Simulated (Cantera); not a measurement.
A freely propagating, adiabatic, planar premixed flame of 11.9 % CH4, 23.8 % O2, 64.3 % N2, equivalence ratio 1.0, unburnt at 575 K and 0.650 bar; mixture-averaged transport, grid criteria slope 0.08 and curve 0.16, no radiation.

Detailed kinetics in Cantera: GRI-Mech 3.0 (53 species, 325 reactions). Burning velocities carry a grid error of a few per cent, more on coarse grids.

x: mole fraction of selected species; z is measured from the peak of heat release.

```json
[
 {"z (mm)": "-1.07", "T (K)": "575", "u (m/s)": "1.99", "x CH4": "0.119", "x O2": "0.238", "x N2O": "<1e-8", "x C2H": "<1e-8", "x H2": "0.000725", "x HCO": "<1e-8"},
 {"z (mm)": "-0.714", "T (K)": "576", "u (m/s)": "2.00", "x CH4": "0.119", "x O2": "0.237", "x N2O": "<1e-8", "x C2H": "<1e-8", "x H2": "0.00264", "x HCO": "<1e-8"},
 {"z (mm)": "-0.535", "T (K)": "580", "u (m/s)": "2.02", "x CH4": "0.118", "x O2": "0.237", "x N2O": "<1e-8", "x C2H": "<1e-8", "x H2": "0.00553", "x HCO": "<1e-8"},
 {"z (mm)": "-0.357", "T (K)": "626", "u (m/s)": "2.20", "x CH4": "0.114", "x O2": "0.232", "x N2O": "<1e-8", "x C2H": "<1e-8", "x H2": "0.0123", "x HCO": "<1e-8"},
 {"z (mm)": "-0.178", "T (K)": "1041", "u (m/s)": "3.73", "x CH4": "0.0836", "x O2": "0.197", "x N2O": "<1e-8", "x C2H": "<1e-8", "x H2": "0.0256", "x HCO": "2.63e-6"},
 {"z (mm)": "-0.0892", "T (K)": "1500", "u (m/s)": "5.47", "x CH4": "0.0458", "x O2": "0.148", "x N2O": "[?]", "x C2H": "3.14e-8", "x H2": "0.0324", "x HCO": "4.81e-5"},
 {"z (mm)": "0", "T (K)": "1917", "u (m/s)": "7.08", "x CH4": "0.0121", "x O2": "0.0906", "x N2O": "[?]", "x C2H": "8.46e-7", "x H2": "0.0334", "x HCO": "0.000142"},
 {"z (mm)": "0.0892", "T (K)": "2100", "u (m/s)": "7.79", "x CH4": "0.00132", "x O2": "0.0549", "x N2O": "[?]", "x C2H": "7.78e-7", "x H2": "0.0276", "x HCO": "6.57e-5"},
 {"z (mm)": "0.178", "T (K)": "2145", "u (m/s)": "7.94", "x CH4": "7.91e-5", "x O2": "0.0402", "x N2O": "[?]", "x C2H": "7.36e-8", "x H2": "0.0233", "x HCO": "7.13e-6"},
 {"z (mm)": "0.357", "T (K)": "2181", "u (m/s)": "8.02", "x CH4": "2.73e-7", "x O2": "0.0324", "x N2O": "7.73e-8", "x C2H": "<1e-8", "x H2": "0.0220", "x HCO": "1.04e-7"},
 {"z (mm)": "0.714", "T (K)": "2228", "u (m/s)": "8.15", "x CH4": "<1e-8", "x O2": "0.0293", "x N2O": "8.04e-8", "x C2H": "<1e-8", "x H2": "0.0219", "x HCO": "5.78e-8"},
 {"z (mm)": "1.43", "T (K)": "2291", "u (m/s)": "8.35", "x CH4": "<1e-8", "x O2": "0.0271", "x N2O": "[?]", "x C2H": "<1e-8", "x H2": "0.0205", "x HCO": "4.32e-8"},
 {"z (mm)": "2.85", "T (K)": "2372", "u (m/s)": "8.59", "x CH4": "<1e-8", "x O2": "0.0244", "x N2O": "[?]", "x C2H": "<1e-8", "x H2": "0.0182", "x HCO": "2.90e-8"}
]
```

**Question.** Complete the blanks.

**Answer.** 
- -0.0892, x N2O: 1.37e-8
- 0, x N2O: 3.22e-8
- 0.0892, x N2O: 5.28e-8
- 0.178, x N2O: 6.82e-8
- 1.43, x N2O: 9.00e-8
- 2.85, x N2O: 1.12e-7
